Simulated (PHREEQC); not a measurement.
Make-up at 25 °C: 0.23 mol CdCl2 and 0.43 mol NaCl per kg of water. Closed to the air; pH follows from the charge balance.

All values are PHREEQC results (ion-association model, phreeqc.dat), not measurements.

| quantity | before | after |
|---|---|---|
| pH | 5.34 | 5.29 |
| ionic strength (mol/kgw) | 0.555 | 0.378 |
| Cl- (mol/kgw) | 0.518 | 0.347 |

Task: Name the change that produced these shifts.
A. diluted 10-fold with water
B. NaCl left out
C. CdCl2 from 0.23 to 0.023 mol/kgw
D. NaCl replaced by MgCl2 at the same molality
E. NaCl from 0.43 to 0.215 mol/kgw

Result: E, NaCl from 0.43 to 0.215 mol/kgw

Precipitation was switched off in this run.
